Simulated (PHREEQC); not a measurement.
Dissolve 0.0038 mol/kgw CdCl2, 0.0055 mol/kgw Na2SO4 and 0.0019 mol/kgw HCl at 25 °C. Closed to the air; pH follows from the charge balance.

The numbers come from PHREEQC with the ion-association model, wateq4f.dat.

```yaml
pH: 2.87
ionic_strength: 0.0237 mol/kgw
total_alkalinity: -1.90 meq/kg
```

```json
[
 {"species": "Na+", "molality": "0.0109", "activity": "0.00939", "log γ": "-0.064"},
 {"species": "Cl-", "molality": "0.00853", "activity": "0.00732", "log γ": "-0.066"},
 {"species": "SO4-2", "molality": "0.00418", "activity": "0.00234", "log γ": "-0.252"},
 {"species": "Cd+2", "molality": "0.00206", "activity": "0.00114", "log γ": "-0.258"},
 {"species": "H+", "molality": "0.00154", "activity": "0.00136", "log γ": "-0.054"},
 {"species": "CdCl+", "molality": "0.000921", "activity": "0.000794", "log γ": "-0.064"},
 {"species": "CdSO4", "molality": "0.000763", "activity": "0.000767", "log γ": "0.002"},
 {"species": "HSO4-", "molality": "0.000359", "activity": "0.000310", "log γ": "-0.064"}
]
```

This is a speciation only: nothing precipitates in the calculation.
